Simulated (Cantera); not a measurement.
Gas mixture: O2 = 0.73 (molar parts), at 5.00 bar, frozen composition.

Cantera's kinetic-theory transport with the Lennard-Jones parameters of GRI-Mech 3.0, ideal gas; thermal conductivity in the mixture-averaged form.

One state of this run: ρ (kg/m³) = 3.50; cp (J/kg/K) = 987.2; μ (µPa s) = 32.1; λ (mW/m/K) = 44.7; Pr = 0.709; D (cm²/s) N2 = 0.121; D (cm²/s) NO = 0.119; D (cm²/s) OH = 0.186. D: mixture-averaged diffusion coefficient of that species in the mixture.

Q: Which value of T (K) does it belong to?
A. 1150
B. 1300
C. 550
D. 850

A: C, 550
